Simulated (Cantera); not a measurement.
## SiH2Cl2 + C2H4 + H2 (silicon carbide growth)

A closed system holds: 1 mol SiH2Cl2, a varied amount of C2H4, 1400 mol H2, at 1673.15 K and 0.210 bar.

Cantera equilibrium calculation (NASA polynomials, part measured and part estimated; ideal gas, pure solids and liquids). Candidate condensed phases: C, C6H6, C7H8, C8H18, Si, SiC; 109 gas species. Mutual solubility and eutectic melting of coexisting phases are not modelled. Gases not in the tables: Si2H6 and higher silanes. The numbers say what is thermodynamically allowed, not how fast it happens.

| n(C2H4) (mol) | x H2 | x HCl | x CH4 | x H | x C2H2 (acetylene) | n Si(s) | n SiC(s) | n C(graphite) |
|---|---|---|---|---|---|---|---|---|
| 0.01 | 0.998 | 0.00141 | 3.39e-6 | 0.000249 | 1.02e-8 | 0.953 | 0.0152 | 0 |
| 0.018 | 0.998 | 0.00141 | 3.39e-6 | 0.000249 | 1.02e-8 | 0.937 | 0.0312 | 0 |
| 0.031 | 0.998 | 0.00141 | 3.39e-6 | 0.000249 | 1.02e-8 | 0.911 | 0.0572 | 0 |
| 0.056 | 0.998 | 0.00141 | 3.39e-6 | 0.000249 | 1.02e-8 | 0.861 | 0.107 | 0 |
| 0.099 | 0.998 | 0.00141 | 3.39e-6 | 0.000249 | 1.02e-8 | 0.775 | 0.193 | 0 |
| 0.17 | 0.998 | 0.00141 | 3.39e-6 | 0.000249 | 1.02e-8 | 0.633 | 0.335 | 0 |
| 0.31 | 0.998 | 0.00141 | 3.39e-6 | 0.000249 | 1.02e-8 | 0.353 | 0.615 | 0 |
| 0.55 | 0.998 | 0.00142 | 6.46e-5 | 0.000249 | 3.69e-6 | 0 | 0.998 | 0 |
| 0.98 | 0.998 | 0.00142 | 0.000254 | 0.000249 | 5.69e-5 | 0 | 1.000 | 0.440 |
x: gas mole fraction; n: condensed amount in mol.

From 0.01 mol C2H4 to 0.31 mol C2H4 the condensed part is Si(s) + SiC(s). At 0.55 mol C2H4 the condensed part is SiC(s). At 0.98 mol C2H4 the condensed part is C(graphite) + SiC(s). The main Si-bearing gas is SiH2 throughout.
